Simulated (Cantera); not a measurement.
A perfectly stirred reactor is fed with NH₃ : N₂ = 1 : 14 (molar parts), at 0.300 bar; it is held at 2000 K, and followed from long to short residence time.

Detailed kinetics in Cantera: the gas-phase N/H chemistry of the illustrative SiF4/NH3 mechanism in the Surface Chemkin manual (1991). Walls and surfaces, which speed up NH3 decomposition in real reactors, are not modelled.

Question: What does this change do: pressure from 0.300 bar to 1.01 bar?

Answer: 
```csv
quantity,before,after
x(NH₃) at τ = 3.10 s,0.00270,0.00122
x(NH₂) at τ = 3.10 s,2.50e-5,1.27e-5
x(N₂) at τ = 3.10 s,0.907,0.907
x(H) at τ = 3.10 s,0.000287,0.000329
x(N₂H₂) at τ = 3.10 s,1.01e-8,2.90e-9
x(NH₃) at τ = 0.140 s,0.0303,0.0159
x(NH₂) at τ = 0.140 s,0.000143,8.28e-5
x(N₂) at τ = 0.140 s,0.919,0.913
x(H) at τ = 0.140 s,8.31e-5,0.000128
x(N₂H₂) at τ = 0.140 s,1.65e-7,6.49e-8
```

Question: What does this change do: pressure from 0.300 bar to 0.0520 bar?

Answer: 
| quantity | before | after |
|---|---|---|
| x(NH₃) at τ = 3.10 s | 0.00270 | 0.00922 |
| x(NH₂) at τ = 3.10 s | 2.50e-5 | 6.75e-5 |
| x(N₂) at τ = 3.10 s | 0.907 | 0.910 |
| x(H) at τ = 3.10 s | 0.000287 | 0.000204 |
| x(N₂H₂) at τ = 3.10 s | 1.01e-8 | 5.80e-8 |
| x(NH₃) at τ = 0.140 s | 0.0303 | 0.0489 |
| x(NH₂) at τ = 0.140 s | 0.000143 | 0.000262 |
| x(N₂) at τ = 0.140 s | 0.919 | 0.926 |
| x(H) at τ = 0.140 s | 8.31e-5 | 4.72e-5 |
| x(N₂H₂) at τ = 0.140 s | 1.65e-7 | 4.83e-7 |

Question: What does this change do: NH3 1 to 0.31 parts?

Answer: 
```csv
quantity,before,after
x(NH₃) at τ = 3.10 s,0.00270,0.000838
x(NH₂) at τ = 3.10 s,2.50e-5,1.14e-5
x(N₂) at τ = 3.10 s,0.907,0.969
x(H) at τ = 3.10 s,0.000287,0.000143
x(N₂H₂) at τ = 3.10 s,1.01e-8,2.97e-9
x(NH₃) at τ = 0.140 s,0.0303,0.00944
x(NH₂) at τ = 0.140 s,0.000143,6.93e-5
x(N₂) at τ = 0.140 s,0.919,0.973
x(H) at τ = 0.140 s,8.31e-5,4.60e-5
x(N₂H₂) at τ = 0.140 s,1.65e-7,5.28e-8
```
